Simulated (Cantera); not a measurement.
An adiabatic, constant-pressure homogeneous reactor starts with CH3OH : O2 : N2 = 1 : 1.7 : 6.41 (molar parts), equivalence ratio 0.88, at 1300 K and 1.01 bar. Integrator tolerance rtol = 1e-08.

Cantera simulation using GRI-Mech 3.0 (53 species, 325 reactions); the numbers are that mechanism's predictions, not measurements. GRI-Mech 3.0 was tuned for natural gas; its chemistry of methanol as a main component is partial and can be far from experiment.

Q: What does this change do: N2 6.41 to 12 parts?

A: 
| quantity | before | after |
|---|---|---|
| time of steepest temperature rise | 2.20 ms | 2.67 ms |
| temperature at 0.600 s | 2602 K | 2332 K |
| equilibrium temperature | 2602 K | 2332 K |
| x(CH3OH) at 0.600 s | <1e-12 (gas-phase equilibrium <1e-12) | <1e-12 (gas-phase equilibrium <1e-12) |
| x(O2) at 0.600 s | 0.0291 (gas-phase equilibrium 0.0291) | 0.0143 (gas-phase equilibrium 0.0143) |
| x(C2H4) at 0.600 s | <1e-12 (gas-phase equilibrium <1e-12) | <1e-12 (gas-phase equilibrium <1e-12) |
| x(CH2CO) at 0.600 s | <1e-12 (gas-phase equilibrium <1e-12) | <1e-12 (gas-phase equilibrium <1e-12) |
| x(HO2) at 0.600 s | 5.67e-6 (gas-phase equilibrium 5.67e-6) | 1.34e-6 (gas-phase equilibrium 1.34e-6) |

Q: What does this change do: pressure from 1.01 bar to 4.90 bar?

A: 
```csv
quantity,before,after
time of steepest temperature rise,2.20 ms,0.573 ms
temperature at 0.600 s,2602 K,2689 K
equilibrium temperature,2602 K,2689 K
x(CH3OH) at 0.600 s,<1e-12 (gas-phase equilibrium <1e-12),<1e-12 (gas-phase equilibrium <1e-12)
x(O2) at 0.600 s,0.0291 (gas-phase equilibrium 0.0291),0.0256 (gas-phase equilibrium 0.0256)
x(C2H4) at 0.600 s,<1e-12 (gas-phase equilibrium <1e-12),<1e-12 (gas-phase equilibrium <1e-12)
x(CH2CO) at 0.600 s,<1e-12 (gas-phase equilibrium <1e-12),<1e-12 (gas-phase equilibrium <1e-12)
x(HO2) at 0.600 s,5.67e-6 (gas-phase equilibrium 5.67e-6),9.51e-6 (gas-phase equilibrium 9.51e-6)
```
